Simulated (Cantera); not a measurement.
**Adiabatic ignition**

An adiabatic, constant-pressure homogeneous reactor starts with CH3OH : O2 : N2 : CO2 = 1 : 1.63 : 6.13 : 1.7 (molar parts), at 1173 K and 1.01 bar.

Cantera simulation using GRI-Mech 3.0 (53 species, 325 reactions); the numbers are that mechanism's predictions, not measurements. GRI-Mech 3.0 was tuned for natural gas; its chemistry of methanol as a main component is partial and can be far from experiment.

```tsv
t (s)	T (K)	x CH3OH	x O2	x CO2	x N2O	x OH	x C2H
1.00e-6	1173	0.0956	0.156	0.163	<1e-12	2.11e-10	<1e-12
3.44e-6	1173	0.0956	0.156	0.163	<1e-12	2.15e-10	<1e-12
1.18e-5	1173	0.0956	0.156	0.163	<1e-12	2.16e-10	<1e-12
4.07e-5	1173	0.0956	0.156	0.163	<1e-12	2.19e-10	<1e-12
0.000140	1173	0.0956	0.156	0.163	<1e-12	2.23e-10	<1e-12
0.000482	1173	0.0956	0.156	0.163	1.66e-12	2.34e-10	<1e-12
0.00166	1173	0.0956	0.156	0.163	1.99e-11	4.09e-10	<1e-12
0.00571	1173	0.0955	0.156	0.163	2.32e-10	3.02e-9	<1e-12
0.0196	2362	<1e-12	0.0232	0.218	2.05e-7	0.00692	<1e-12
0.0676	2357	<1e-12	0.0220	0.218	2.08e-7	0.00672	<1e-12
0.233	2355	<1e-12	0.0212	0.218	2.17e-7	0.00660	<1e-12
0.800	2355	<1e-12	0.0212	0.218	2.17e-7	0.00660	<1e-12
```
x: mole fraction; the columns are a selection and need not sum to one.

```
Quantity                                                           Value
---------------------------------  -------------------------------------
time of steepest temperature rise                                15.2 ms
temperature at 0.800 s                                            2355 K
equilibrium temperature                                           2355 K
x(CH3OH) at 0.800 s                <1e-12 (gas-phase equilibrium <1e-12)
x(O2) at 0.800 s                   0.0212 (gas-phase equilibrium 0.0212)
x(CO2) at 0.800 s                    0.218 (gas-phase equilibrium 0.218)
```
